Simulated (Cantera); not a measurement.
What does this Cantera script print?

```python
import numpy as np
import cantera as ct

gas_names = [...]  # 113 gases of nasa_gas.yaml made of C, Cu, H, O
cond_names = """
    C(gr) C6H6(L) C7H8(L) C8H18(L),n-octa Cu(cr) Cu(L) CuO(s) CuO2H2(s) Cu2O(s) Cu2O(L) H2O(s) H2O(L)
""".split()


# ... load() reads the species with a 1 bar reference pressure and builds the phases ...
atoms = {
    'Cu2O': {'Cu': 2, 'O': 1},
    'CH4': {'C': 1, 'H': 4},
    'CO': {'C': 1, 'O': 1},
}
top_T = {'C(gr)': 4500, 'CuO(s)': 1390}  # K; cautious upper limits of use, not melting points


# ... equilibrate(T, P, feed) seeds the gas with the atoms and calls Mixture.equilibrate('TP', solver="vcs", rtol=1e-11, max_steps=5000) ...
results = []
feed = {'Cu2O': 1, 'CH4': 2.2, 'CO': 0.42}  # mol
T = 1250  # K
P = 97  # Pa
mix = equilibrate(T, P, feed)
results.append((T, P, feed, dict(zip(mix.species_names, mix.species_moles))))
x = sorted(zip(gas.X, gas.species_names), reverse=True)
print(f"T = {T:g} K  P = {P:g} Pa  gas = {mix.phase_moles(0):.4g} mol")
print("   x: " + "  ".join(f"{s} {v:.3e}" for v, s in x if v > 0.0001))
print("   condensed (mol): " + ("  ".join(f"{mix.phase(i).name} {mix.phase_moles(i):.4g}"
      for i in range(1, mix.n_phases) if mix.phase_moles(i) > 1e-12) or "none"))
```

It prints:

```
T = 1250 K  P = 97 Pa  gas = 5.82 mol
   x: H2 7.560e-01  CO 2.440e-01
   condensed (mol): C(gr) 1.2  Cu(cr) 2
```

Cantera equilibrium calculation (NASA polynomials, part measured and part estimated; ideal gas, pure solids and liquids).
